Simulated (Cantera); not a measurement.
What does this Cantera script print?

```python
import numpy as np
import cantera as ct

gas = ct.Solution("gri30.yaml")
gas.TPX = 2100, 130000, {'NO': 1, 'N2': 2}
inlet = ct.Reservoir(gas, clone=True)

reactor = ct.IdealGasConstPressureReactor(gas, energy="off", clone=False)
exhaust = ct.Reservoir(gas, clone=True)
tau = [1.8, 0.84, 0.39, 0.18, 0.085, 0.039, 0.018, 0.0086, 0.004, 0.0019][0]
for a, b in ((inlet, reactor), (reactor, exhaust)):
    ct.MassFlowController(a, b, mdot=lambda t: reactor.mass / tau)
net = ct.ReactorNet([reactor])
show = ['NO', 'O', 'N2O', 'NO2', 'O2', 'N2']

rows = []
print(f"{'tau/s':>10s}{'T/K':>9s}" + "".join(f"{s:>11s}" for s in show))
for tau in [1.8, 0.84, 0.39, 0.18, 0.085, 0.039, 0.018, 0.0086, 0.004, 0.0019]:
    net.initial_time = 0.0
    net.advance(30 * tau)
    before = gas.X
    net.advance(40 * tau)
    drift = np.max(np.abs(gas.X - before) / (gas.X + 1e-9))
    rows.append([gas.T, *gas[show].X, drift])
    print(f"{tau:10.3e}{gas.T:9.1f}" + "".join(f"{x:11.3e}" for x in gas[show].X))
```

It prints:

```
     tau/s      T/K         NO          O        N2O        NO2         O2         N2
 1.800e+00   2100.0  6.243e-02  4.535e-04  2.303e-06  8.407e-05  1.351e-01  8.019e-01
 8.400e-01   2100.0  1.000e-01  4.228e-04  5.137e-06  1.253e-04  1.163e-01  7.831e-01
 3.900e-01   2100.0  1.533e-01  3.750e-04  1.152e-05  1.697e-04  8.965e-02  7.565e-01
 1.800e-01   2100.0  2.140e-01  3.116e-04  2.236e-05  1.955e-04  5.931e-02  7.262e-01
 8.500e-02   2100.0  2.646e-01  2.464e-04  3.451e-05  1.894e-04  3.402e-02  7.009e-01
 3.900e-02   2100.0  2.991e-01  1.893e-04  4.452e-05  1.624e-04  1.686e-02  6.837e-01
 1.800e-02   2100.0  3.172e-01  1.504e-04  5.029e-05  1.350e-04  7.842e-03  6.746e-01
 8.600e-03   2100.0  3.256e-01  1.275e-04  5.276e-05  1.162e-04  3.663e-03  6.704e-01
 4.000e-03   2100.0  3.297e-01  1.128e-04  5.313e-05  1.032e-04  1.620e-03  6.684e-01
 1.900e-03   2100.0  3.316e-01  1.016e-04  5.157e-05  9.285e-05  6.980e-04  6.675e-01
```

Model: GRI-Mech 3.0 (53 species, 325 reactions), integrated in Cantera.
